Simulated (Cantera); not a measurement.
Input (Python, Cantera):

```python
import numpy as np
import cantera as ct

gas = ct.Solution("gri30.yaml")
gas.TPX = 623, 560000, {'CH4': 1, 'H2': 0.042, 'O2': 1.55, 'N2': 4.82, 'H2O': 0.44}
flame = ct.FreeFlame(gas, width=0.012)
flame.set_refine_criteria(ratio=3, slope=0.08, curve=0.16)
flame.transport_model = "unity-Lewis-number"
flame.solve(loglevel=0, auto=True)
z, T = flame.grid, flame.T
thick = (T[-1] - T[0]) / np.gradient(T, z).max()
show = ['CH4', 'H2', 'O2', 'NO', 'C2H6', 'H']
print(f"laminar burning velocity  {flame.velocity[0] * 100:.3f} cm/s")
print(f"burnt temperature         {T[-1]:.1f} K")
print(f"thermal thickness         {thick * 1e3:.4f} mm")
print(f"grid points               {len(z)}")
z0 = z[flame.heat_release_rate.argmax()]
print(f"{'z/mm':>9s}{'T/K':>9s}{'u/(m/s)':>9s}" + "".join(f"{s:>11s}" for s in show))
rows = []
for k in (-3, -2, -1.5, -1, -0.5, -0.25, 0, 0.25, 0.5, 1, 2, 4, 8):
    zz = z0 + k * thick
    rows.append([k * thick, np.interp(zz, z, T), np.interp(zz, z, flame.velocity),
                 *(np.interp(zz, z, flame.X[gas.species_index(s)]) for s in show)])
    print(f"{rows[-1][0] * 1e3:9.3f}{rows[-1][1]:9.1f}{rows[-1][2]:9.3f}" + "".join(f"{x:11.3e}" for x in rows[-1][3:]))
```

Result:

```
laminar burning velocity  44.379 cm/s
burnt temperature         2351.0 K
thermal thickness         0.1356 mm
grid points               138
     z/mm      T/K  u/(m/s)        CH4         H2         O2         NO       C2H6          H
   -0.407    624.6    0.445  1.272e-01  5.390e-03  1.972e-01  2.885e-08  2.295e-06  2.355e-13
   -0.271    635.1    0.453  1.264e-01  5.652e-03  1.961e-01  2.233e-07  1.713e-05  8.252e-12
   -0.203    667.0    0.476  1.240e-01  6.451e-03  1.927e-01  8.651e-07  6.221e-05  1.493e-10
   -0.136    822.2    0.590  1.117e-01  1.046e-02  1.758e-01  4.943e-06  2.866e-04  2.635e-08
   -0.068   1336.7    0.977  6.820e-02  2.481e-02  1.158e-01  2.660e-05  9.680e-04  8.905e-06
   -0.034   1749.5    1.301  3.253e-02  3.712e-02  6.556e-02  4.838e-05  7.987e-04  1.928e-04
    0.000   2116.8    1.599  5.774e-03  4.658e-02  2.075e-02  7.791e-05  4.964e-05  2.110e-03
    0.034   2259.6    1.713  3.978e-04  4.804e-02  4.236e-03  1.178e-04  2.786e-07  4.614e-03
    0.068   2296.6    1.739  3.235e-05  4.862e-02  1.159e-03  1.440e-04  1.874e-09  4.617e-03
    0.136   2323.2    1.756  1.108e-06  4.929e-02  3.207e-04  1.629e-04  1.739e-12  3.281e-03
    0.271   2340.7    1.767  3.478e-08  4.936e-02  1.093e-04  1.715e-04  1.594e-15  2.002e-03
    0.542   2348.7    1.772  8.955e-10  4.933e-02  4.817e-05  1.746e-04  8.380e-18  1.367e-03
    1.085   2350.8    1.773  1.666e-11  4.932e-02  3.603e-05  1.758e-04  7.747e-20  1.202e-03
```

Cantera simulation using GRI-Mech 3.0 (53 species, 325 reactions); the numbers are that mechanism's predictions, not measurements. Unity Lewis numbers drop preferential diffusion, which matters most where H2 and H carry the flame. Burning velocities carry a grid error of a few per cent, more on coarse grids.
